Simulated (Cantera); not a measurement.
Charge: 1 mol SiCl₄, 25 mol NO, 1.3 mol N₂, 1.3 mol H₂O, held at 16.0 Pa.

Cantera equilibrium calculation (NASA polynomials, part measured and part estimated; ideal gas, pure solids and liquids). Candidate condensed phases: H₂O, NH₄Cl, Si, SiO₂, Si₂N₂O, Si₃N₄; 47 gas species. The numbers say what is thermodynamically allowed, not how fast it happens.

**Question.** At 775 K, list the 6 most abundant gas species with their mole fractions, and the condensed phases.

**Answer.** N₂ 0.473, O₂ 0.414, HCl 0.0796, Cl₂ 0.0287, H₂O 0.00475, Cl 6.88e-5. Condensed: SiO₂(α-quartz).
